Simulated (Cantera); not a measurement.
## Hydrogen reduction and annealing atmospheres: ZrO2 + H2 + H2O

Feed: 1 mol ZrO2, 530 mol H2, 0.058 mol H2O, held at 0.133 bar.

These are equilibrium values from Cantera (NASA tables, ideal gas, pure condensed phases), not measurements of a reactor. Candidate condensed phases: H2O, Zr, ZrO2; 12 gas species. Rates play no part.

```json
[
 {"T (K)": "1373", "log p H2": "-0.88", "log p H": "-5.92", "log p H2O": "-4.84", "log p ZrO": "<-12", "log p OH": "-11.62", "n ZrO2(monoclinic)": "1.00", "n ZrO2(tetragonal)": "0"},
 {"T (K)": "1473", "log p H2": "-0.88", "log p H": "-5.34", "log p H2O": "-4.84", "log p ZrO": "<-12", "log p OH": "-10.88", "n ZrO2(monoclinic)": "1.00", "n ZrO2(tetragonal)": "0"},
 {"T (K)": "1573", "log p H2": "-0.88", "log p H": "-4.83", "log p H2O": "-4.84", "log p ZrO": "<-12", "log p OH": "-10.23", "n ZrO2(monoclinic)": "0", "n ZrO2(tetragonal)": "1.00"},
 {"T (K)": "1673", "log p H2": "-0.88", "log p H": "-4.38", "log p H2O": "-4.84", "log p ZrO": "<-12", "log p OH": "-9.66", "n ZrO2(monoclinic)": "0", "n ZrO2(tetragonal)": "1.00"},
 {"T (K)": "1773", "log p H2": "-0.88", "log p H": "-3.98", "log p H2O": "-4.84", "log p ZrO": "-12.32", "log p OH": "-9.15", "n ZrO2(monoclinic)": "0", "n ZrO2(tetragonal)": "1.00"},
 {"T (K)": "1873", "log p H2": "-0.88", "log p H": "-3.63", "log p H2O": "-4.84", "log p ZrO": "-10.90", "log p OH": "-8.70", "n ZrO2(monoclinic)": "0", "n ZrO2(tetragonal)": "1.00"},
 {"T (K)": "1973", "log p H2": "-0.88", "log p H": "-3.31", "log p H2O": "-4.84", "log p ZrO": "-9.62", "log p OH": "-8.29", "n ZrO2(monoclinic)": "0", "n ZrO2(tetragonal)": "1.000"},
 {"T (K)": "2073", "log p H2": "-0.88", "log p H": "-3.02", "log p H2O": "-4.84", "log p ZrO": "-8.47", "log p OH": "-7.92", "n ZrO2(monoclinic)": "0", "n ZrO2(tetragonal)": "1.000"},
 {"T (K)": "2173", "log p H2": "-0.88", "log p H": "-2.76", "log p H2O": "-4.84", "log p ZrO": "-7.43", "log p OH": "-7.59", "n ZrO2(monoclinic)": "0", "n ZrO2(tetragonal)": "1.000"},
 {"T (K)": "2273", "log p H2": "-0.89", "log p H": "-2.52", "log p H2O": "-4.83", "log p ZrO": "-6.49", "log p OH": "-7.27", "n ZrO2(monoclinic)": "0", "n ZrO2(tetragonal)": "0.999"}
]
```
log p: log10 of the partial pressure in bar; n: condensed amount in mol.

From 1373 K to 1473 K the condensed part is ZrO2(monoclinic). From 1573 K to 2273 K the condensed part is ZrO2(tetragonal).
